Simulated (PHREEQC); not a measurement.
A made-up water analysis in mmol/kgw, 20 °C, pH 6.43, pe 12.8:

| constituent | mmol/kgw |
|---|---|
| Na | 0.00157 |
| K | 1.04e-06 |
| Ca | 0.00124 |
| Mg | 0.00123 |
| Cl | 0.00377 |
| S(6) | 0.000281 |
| Alkalinity (meq/kgw) | 0.00204 |
| Si | 3e-05 |
| Li | 2.89e-05 |
| Pb | 4.86e-05 |

Valence states are taken as typed.

Model: ion-association model, phreeqc.dat, run in PHREEQC.

Each row changes one thing in this solution. No solid was allowed to form.

```
case                                               HCO3- (mol/kgw)  CO2 (mol/kgw)  Pb+2 (mol/kgw)  PbOH+ (mol/kgw)  CO3-2 (mol/kgw)  PbCO3 (mol/kgw)  SI of Pb(OH)2 (Pb(OH)2)  SI of Quartz (SiO2)
-------------------------------------------------  ---------------  -------------  --------------  ---------------  ---------------  ---------------  -----------------------  -------------------
as made                                                    2.39e-6        2.13e-6         4.59e-8          2.38e-9         2.74e-10         2.12e-10                    -2.81                -3.47
all concentrations times 2 at the same typed pH                  …        3.94e-6         9.13e-8          4.72e-9         5.09e-10         7.77e-10                        …                -3.17
pH from 6.43 to 7.43 at the same alkalinity                1.87e-6        1.67e-7         3.11e-8          1.61e-8          2.14e-9          1.12e-9                    -0.98                -3.47
Ca from 0.00124 to 0.00372 mmol/kgw                        2.39e-6        2.13e-6         4.59e-8          2.38e-9         2.75e-10         2.11e-10                    -2.81                -3.47
temperature from 20 to 50 °C at the same typed pH                …        1.62e-6         4.58e-8          2.38e-9         4.12e-10         3.18e-10                    -1.84                -3.88
```

Q: Complete the blanks.

A: 
- all concentrations times 2 at the same typed pH, HCO3- (mol/kgw): 4.43e-6
- all concentrations times 2 at the same typed pH, SI of Pb(OH)2 (Pb(OH)2): -2.51
- temperature from 20 to 50 °C at the same typed pH, HCO3- (mol/kgw): 2.26e-6

At this temperature some constants are extrapolated from 25 °C, and those without enthalpy data are left unchanged.
